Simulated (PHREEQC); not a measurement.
## Buffer: speciation

Make-up at 20 °C: 0.0076 mol H3PO4, 0.0079 mol NaOH and 0.004 mol KCl per kg of water. Closed to the air; pH follows from the charge balance.

All values are PHREEQC results (ion-association model, wateq4f.dat), not measurements.

* **pH**: 5.69
* **ionic strength**: 0.0122 mol/kgw
* **total alkalinity**: 0.300 meq/kg

```csv
species,molality,activity,log γ
Na+,0.00790,0.00707,-0.048
H2PO4-,0.00729,0.00655,-0.047
Cl-,0.00400,0.00357,-0.049
K+,0.00400,0.00357,-0.049
HPO4-2,0.000300,0.000194,-0.189
NaHPO4-,2.98e-6,2.67e-6,-0.047
H+,2.25e-6,2.04e-6,-0.042
H3PO4,1.85e-6,1.85e-6,0.001
KHPO4-,1.50e-6,1.35e-6,-0.047
OH-,3.73e-9,3.33e-9,-0.050
```

Precipitation was switched off in this run. Complexes and solids missing from the database can't appear. H3PO4, which wateq4f.dat lacks, is added to it with the constant of phreeqc.dat.
